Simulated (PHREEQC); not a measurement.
Make-up at 25 °C: 0.17 mol/kgw KH2PO4 and 0.0088 mol/kgw H3AsO4. Closed to the air; pH follows from the charge balance.

The numbers come from PHREEQC with the ion-association model, wateq4f.dat.

No solid was allowed to form.

### Question
Predict the pH.

### Answer
pH 3.35.

### Question
In which forms is P present?

### Answer
H2PO4- 95 %, H3PO4 4.6 % of the P.

H3PO4, which wateq4f.dat lacks, is added to it with the constant of phreeqc.dat.
